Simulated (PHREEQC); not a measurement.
**Metal-bearing waste water: an equilibrium model**

Dissolve 15 mmol/kgw ZnSO4, 0.33 mmol/kgw NaF and 0.1 mmol/kgw NaCl at 69 °C. It is in equilibrium with CO2 at log p = -2 (atm). Otherwise closed; pH follows from the charge balance.

The numbers come from PHREEQC with the ion-association model, wateq4f.dat.

| Item | Value |
|---|---|
| pH | 5.08 |
| ionic strength | 0.0363 mol/kgw |

```tsv
species	molality	activity	log γ
Zn+2	0.00895	0.00442	-0.307
SO4-2	0.00867	0.00412	-0.323
ZnSO4	0.00569	0.00574	0.004
Na+	0.000419	0.000347	-0.082
Zn(SO4)2-2	0.000308	0.000143	-0.332
F-	0.000293	0.000240	-0.087
CO2	0.000143	0.000144	0.004
Cl-	9.40e-5	7.71e-5	-0.086
ZnF+	2.94e-5	2.43e-5	-0.083
ZnOH+	1.29e-5	1.06e-5	-0.083
HSO4-	1.22e-5	1.01e-5	-0.082
```

No solid was allowed to form. At this temperature some constants are extrapolated from 25 °C, and those without enthalpy data are left unchanged.
